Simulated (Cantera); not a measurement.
A Cantera script and what it prints.

```python
import numpy as np
import cantera as ct

gas_names = """
    C CH CH2 CH3 CH2OH CH3O CH4 CH3OH CN CO COS CO2 COOH CS CS2 C2 C2H CHCO,ketyl C2H2,acetylene
    C2H2,vinylidene CH2CO,ketene C2H3,vinyl CH3CN CH3CO,acetyl C2H4 C2H4O,ethylen CH3CHO,ethanal CH3COOH
    (HCOOH)2 C2H5 C2H6 CH3OCH3 C2H5OH CCN CNC C2N2 C2O C3 C3H3,propargyl C3H4,allene C3H4,propyne
    C3H4,cyclo- C3H5,allyl C3H6,propylene C3H6,cyclo- C3H6O C3H7,n-propyl C3H7,i-propyl C3H8
    C3H8O,1propanol C3H8O,2propanol C3O2 C4 C4H2 C4H4,1,3-cyclo- C4H6,butadiene C4H6,2-butyne
    C4H6,cyclo- C4H8,1-butene C4H8,cis2-buten C4H8,tr2-butene C4H8,isobutene C4H8,cyclo- (CH3COOH)2
    C4H9,n-butyl C4H9,i-butyl C4H9,s-butyl C4H9,t-butyl C4H10,isobutane C4H10,n-butane C4N2 C5
    C5H6,1,3cyclo- C5H8,cyclo- C5H10,1-pentene C5H10,cyclo- C5H11,pentyl C5H11,t-pentyl C5H12,n-pentane
    C5H12,i-pentane CH3C(CH3)2CH3 C6H2 C6H5,phenyl C6H5O,phenoxy C6H6 C6H5OH,phenol C6H10,cyclo-
    C6H12,1-hexene C6H12,cyclo- C6H13,n-hexyl C7H7,benzyl C7H8 C7H8O,cresol C7H14,1-heptene
    C7H15,n-heptyl C7H16,n-heptane C8H8,styrene C8H10,ethylbenz C8H16,1-octene C8H17,n-octyl
    C8H18,isooctane C8H18,n-octane C9H19,n-nonyl C10H8,naphthale C10H21,n-decyl C12H9,o-bipheny
    C12H10,bipheny H HCN HCO HCCN HNC HNCO HNO HNO2 HNO3 HO2 H2 HCHO,formaldehy HCOOH H2O H2O2 H2S H2SO4
    N NCO NH NH2 NH3 NH2OH NO NO2 NO3 N2 N2H2 N2H4 N2O O OH O2 O3 S SH SN SO SO2 SO3 S2 S2O S8
""".split()
cond_names = """
    C(gr) C6H6(L) C7H8(L) C8H18(L),n-octa H2O(s) H2O(L) H2SO4(L) S(cr1) S(cr2) S(L)
""".split()


def load(file, names, dense=False):
    # The tables refer to 1 bar. Condensed volumes are neglected.
    table = {s.name: s for s in ct.Species.list_from_file(file)}
    out = []
    for n in names:
        d = dict(table[n].input_data)
        d["thermo"] = dict(d["thermo"], **{"reference-pressure": 1e5})
        if dense:
            d["equation-of-state"] = {"model": "constant-volume", "density": "1e6 g/cm^3"}
        out.append(ct.Species.from_dict(d))
    return out


gas = ct.Solution(thermo="ideal-gas", species=load("nasa_gas.yaml", gas_names))
cond = {s.name: ct.Solution(thermo="fixed-stoichiometry", species=[s], name=s.name)
        for s in load("nasa_condensed.yaml", cond_names, dense=True)}
atoms = {
    'CS2': {'C': 1, 'S': 2},
    'H2O': {'H': 2, 'O': 1},
    'N2': {'N': 2},
}
top_T = {'C(gr)': 4500}  # K; cautious upper limits of use, not melting points


def equilibrate(T, P, feed):
    n = {}
    for name, mol in feed.items():
        for a, k in atoms[name].items():
            n[a] = n.get(a, 0.0) + k * mol
    gas.TPX = T, P, n
    mass = sum(n.values()) * gas.mean_molecular_weight
    gas.equilibrate("TP")
    valid = [c for c in cond.values() if c.min_temp <= T <= top_T.get(c.name, c.max_temp)]
    mix = ct.Mixture([(gas, mass / gas.mean_molecular_weight)] + [(c, 0.0) for c in valid])
    mix.T, mix.P = T, P
    mix.equilibrate("TP", solver="vcs", rtol=1e-11, max_steps=5000)
    return mix


results = []
feed = {'CS2': 1, 'H2O': 0.37, 'N2': 0.79}  # mol
T = 2225  # K
for P in [10, 52, 280, 1400, 7600, 40000, 210000, 1100000, 5700000, 30000000]:
    mix = equilibrate(T, P, feed)
    results.append((T, P, feed, dict(zip(mix.species_names, mix.species_moles))))

top = {s: max(r[3][s] / sum(r[3][g] for g in gas_names) for r in results) for s in gas_names}
cols = sorted((s for s in top if top[s] > 0.0001), key=lambda s: -top[s])[:5]
seen = [c for c in cond_names if any(r[3].get(c, 0) > 1e-12 for r in results)]
print("log10 of partial pressures in bar; condensed amounts in mol")
print(f"{'P/Pa':>10s}" + "".join(f"{s[:9]:>10s}" for s in cols + seen))
for T, P, feed, n in results:
    ng = sum(n[g] for g in gas_names)
    print(f"{P:10.4g}" + "".join(f"{np.log10(max(n[s] / ng * P / 1e5, 1e-99)):10.3f}" for s in cols)
          + "".join(f"{n.get(c, 0):10.4g}" for c in seen))
```

Result:

```
log10 of partial pressures in bar; condensed amounts in mol
      P/Pa        N2         S       CS2        CS        S2
        10    -4.652    -4.564    -6.391    -4.761    -5.284
        52    -3.895    -4.039    -5.133    -4.027    -4.234
       280    -3.130    -3.598    -3.978    -3.313    -3.352
      1400    -2.407    -3.227    -2.978    -2.685    -2.609
      7600    -1.654    -2.864    -2.022    -2.091    -1.884
     4e+04    -0.920    -2.519    -1.162    -1.575    -1.195
   2.1e+05    -0.189    -2.179    -0.361    -1.114    -0.515
   1.1e+06     0.539    -1.842     0.404    -0.688     0.161
   5.7e+06     1.262    -1.510     1.144    -0.279     0.824
     3e+07     1.991    -1.180     1.883     0.130     1.483
```

Method: chemical equilibrium by Gibbs-energy minimisation in Cantera with the NASA 1993 tables (ideal gas, pure condensed phases). The ideal-gas law is rough above about 30 bar.
